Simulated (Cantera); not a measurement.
A perfectly stirred reactor is fed with H₂ : O₂ : N₂ = 0.64 : 1 : 3.6 (molar parts), equivalence ratio 0.32, at 0.132 atm; it is held at 1225 K, and followed from long to short residence time.

Model: the H2/O2 subset of GRI-Mech 3.0, which has no nitrogen chemistry, integrated in Cantera. The temperature is held fixed by assumption; the heat of reaction is taken as removed at once.

x: mole fraction; the columns are a selection and need not sum to one.

```
τ (s)       x H₂   x O₂       x H       x O  x HO₂  x H₂O
------  --------  -----  --------  --------  -----  -----
11       3.48e-5  0.138   2.39e-6   3.03e-5    ___  0.130
3.4      7.58e-5  0.138   7.82e-6   6.71e-5    ___  0.130
1.0     0.000170  0.138   2.68e-5  0.000154    ___  0.130
0.30    0.000371  0.138   8.96e-5  0.000344    ___  0.129
0.090   0.000798  0.138  0.000297  0.000762    ___  0.129
0.027    0.00169  0.138  0.000970   0.00165    ___  0.127
0.0080   0.00350  0.138   0.00309   0.00349    ___  0.123
```

**Question.** What belongs in the gaps?

**Answer.** 
- 11, x HO₂: 9.26e-7
- 3.4, x HO₂: 1.80e-6
- 1.0, x HO₂: 3.36e-6
- 0.30, x HO₂: 5.60e-6
- 0.090, x HO₂: 8.29e-6
- 0.027, x HO₂: 1.09e-5
- 0.0080, x HO₂: 1.29e-5
